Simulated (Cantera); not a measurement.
Charge: 1 mol HgO, 1.4 mol H2, held at 1125 K and 0.100 bar.

These are equilibrium values from Cantera (NASA tables, ideal gas, pure condensed phases), not measurements of a reactor. Candidate condensed phases: H2O, Hg, HgO; 10 gas species. Equilibrium is a limit: real reactors are often held back by kinetics, nucleation or transport.

Base state: H2O 0.417, Hg 0.417, H2 0.167 (mole fractions); condensed: gas only.

Task: What changes in the equilibrium state with this change: H2 from 1.4 to 0.21 mol?

Result: 
```tsv
species	before	after
Hg	0.417	0.623
O2	<1e-9	0.246
H2O	0.417	0.131
H2	0.167	2.01e-9
```
